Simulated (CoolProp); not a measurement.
Vapour-liquid equilibrium of R227EA (1) + isobutane (2) at 0.123 MPa; x and y are mole fractions of (1).

Model: multi-fluid Helmholtz-energy mixture model, Lemmon 2016 and Bücker 2006; pair parameters Bell 2016, in CoolProp.

| x | bubble temperature, mixture model (°C) | bubble temperature, Raoult's law (°C) | y, mixture model | y, Raoult's law |
|---|---|---|---|---|
| 0.05 | -11.9 | -7.0 | 0.211 | 0.061 |
| 0.125 | -16.0 | -7.4 | 0.364 | 0.149 |
| 0.2 | -17.9 | -7.9 | 0.437 | 0.234 |
| 0.275 | -18.8 | -8.3 | 0.475 | 0.317 |
| 0.35 | -19.2 | -8.7 | 0.499 | 0.397 |
| 0.425 | -19.4 | -9.1 | 0.515 | 0.475 |
| 0.5 | -19.5 | -9.4 | 0.530 | 0.550 |
| 0.575 | -19.5 | -9.8 | 0.546 | 0.623 |
| 0.65 | -19.4 | -10.2 | 0.568 | 0.694 |
| 0.725 | -19.0 | -10.5 | 0.599 | 0.762 |
| 0.8 | -18.3 | -10.9 | 0.648 | 0.830 |
| 0.875 | -16.9 | -11.2 | 0.727 | 0.895 |
| 0.95 | -14.4 | -11.5 | 0.859 | 0.958 |

The largest gap from Raoult's law is -10.5 K in bubble temperature, at x = 0.35. y crosses x between x = 0.5 and 0.575: the model has an azeotrope there.

Pair parameters are fitted to limited data, so mixtures are less certain than the pure fluids.
